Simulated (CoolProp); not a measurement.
Properties of n-perfluoropentane along the isobar 10000 kPa.

Model: reference Helmholtz-energy equation of state, Gao 2022, in CoolProp.

```csv
T (K),phase,cp (kJ/(kg K)),cv (kJ/(kg K)),speed of sound (m/s),fugacity coefficient
163.3,liquid,0.8118,0.6243,846.3,4.797e-7
180.8,liquid,[?],0.6474,806.2,5.598e-6
198.3,liquid,0.8588,0.6730,766.6,3.938e-5
215.8,liquid,0.8864,0.7003,727.3,0.0001904
233.3,liquid,0.9159,0.7284,687.9,0.0006924
250.7,liquid,0.9461,0.7562,648.3,[?]
268.2,liquid,0.9764,0.7834,608.0,0.004914
285.7,liquid,[?],0.8092,[?],0.01046
303.2,liquid,1.034,[?],526.0,0.01984
320.7,liquid,1.061,0.8570,484.8,0.03427
338.1,liquid,1.087,0.8790,444.2,[?]
355.6,liquid,1.110,0.9003,[?],0.08170
```

Q: What belongs in the gaps?

A: 
- 180.8, cp (kJ/(kg K)): 0.8338
- 250.7, fugacity coefficient: 0.002007
- 285.7, cp (kJ/(kg K)): 1.006
- 285.7, speed of sound (m/s): 567.2
- 303.2, cv (kJ/(kg K)): 0.8337
- 338.1, fugacity coefficient: 0.05460
- 355.6, speed of sound (m/s): 404.3
